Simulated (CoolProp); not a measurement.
Saturation properties of cyclopentane (Tc = 511.7 K, pc = 4.583 MPa, ω = 0.202).

The numbers come from the reference Helmholtz-energy equation of state, Gedanitz 2015 in CoolProp.

```json
[
 {"T (K)": "261.5", "p (MPa)": "0.007871", "vapour density (kg/m³)": "0.2552", "enthalpy of vaporisation (kJ/kg)": "431.1", "surface tension (mN/m)": "27.2"},
 {"T (K)": "285", "p (MPa)": "0.02453", "vapour density (kg/m³)": "0.7352", "enthalpy of vaporisation (kJ/kg)": "415.6", "surface tension (mN/m)": "23.7"},
 {"T (K)": "308.5", "p (MPa)": "0.06265", "vapour density (kg/m³)": "1.757", "enthalpy of vaporisation (kJ/kg)": "399.4", "surface tension (mN/m)": "20.4"},
 {"T (K)": "332.1", "p (MPa)": "0.1379", "vapour density (kg/m³)": "3.663", "enthalpy of vaporisation (kJ/kg)": "382.0", "surface tension (mN/m)": "17.2"},
 {"T (K)": "355.6", "p (MPa)": "0.2690", "vapour density (kg/m³)": "6.864", "enthalpy of vaporisation (kJ/kg)": "363.0", "surface tension (mN/m)": "14.1"},
 {"T (K)": "379.1", "p (MPa)": "0.4785", "vapour density (kg/m³)": "11.91", "enthalpy of vaporisation (kJ/kg)": "341.7", "surface tension (mN/m)": "11.3"},
 {"T (K)": "402.6", "p (MPa)": "0.7916", "vapour density (kg/m³)": "19.53", "enthalpy of vaporisation (kJ/kg)": "317.6", "surface tension (mN/m)": "8.60"},
 {"T (K)": "426.1", "p (MPa)": "1.236", "vapour density (kg/m³)": "30.83", "enthalpy of vaporisation (kJ/kg)": "289.7", "surface tension (mN/m)": "6.14"},
 {"T (K)": "449.6", "p (MPa)": "1.842", "vapour density (kg/m³)": "47.72", "enthalpy of vaporisation (kJ/kg)": "256.0", "surface tension (mN/m)": "3.94"}
]
```

It boils at 322.4 K under 1 atm.

Surface tension comes from a separate correlation (Mulero 2014).
